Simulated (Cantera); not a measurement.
An isothermal, constant-pressure homogeneous reactor starts with CH₃OH : O₂ : N₂ = 0.0063 : 0.0078 : 1 (molar parts), at 1025 K and 1130 Torr.

Model: GRI-Mech 3.0 (53 species, 325 reactions), integrated in Cantera. GRI-Mech 3.0 was tuned for natural gas; its chemistry of methanol as a main component is partial and can be far from experiment.

### Question
Predict: x(H₂) at 30.0 s; x(NO) at 30.0 s.

### Answer
| Item | Result |
|---|---|
| x(H₂) at 30.0 s | 0.00152 (gas-phase equilibrium 0.00231) |
| x(NO) at 30.0 s | 1.92e-8 (gas-phase equilibrium <1e-12) |
